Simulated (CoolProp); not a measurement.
Vapour-liquid equilibrium of propane (1) + isobutane (2) at -57.25 °C; x and y are mole fractions of (1).

Model: multi-fluid Helmholtz-energy mixture model, Lemmon 2009 and Bücker 2006; pair parameters Kunz 2012, in CoolProp.

```
x     bubble pressure, mixture model (kPa)  bubble pressure, Raoult's law (kPa)  y, mixture model  y, Raoult's law
----  ------------------------------------  -----------------------------------  ----------------  ---------------
0.05                                   ___                                12.90             0.193            0.191
0.2                                    ___                                18.64               ___            0.529
0.35                                 24.15                                24.39             0.699            0.707
0.5                                    ___                                30.13             0.811            0.818
0.65                                   ___                                35.88             0.889            0.893
0.8                                    ___                                41.62             0.946            0.947
0.95                                   ___                                47.37             0.988            0.988
```

Task: What belongs in the gaps?

Result: 
- 0.05, bubble pressure, mixture model (kPa): 12.95
- 0.2, bubble pressure, mixture model (kPa): 18.62
- 0.2, y, mixture model: 0.523
- 0.5, bubble pressure, mixture model (kPa): 29.73
- 0.65, bubble pressure, mixture model (kPa): 35.46
- 0.8, bubble pressure, mixture model (kPa): 41.34
- 0.95, bubble pressure, mixture model (kPa): 47.30

The largest gap from Raoult's law is -1.3 % in bubble pressure, at x = 0.5. No azeotrope shows between x = 0.05 and 0.95.

Pair parameters are fitted to limited data, so mixtures are less certain than the pure fluids. The gap from Raoult's law changes sign with composition, which may be real or a fault of the pair parameters; it wasn't checked against measurements.
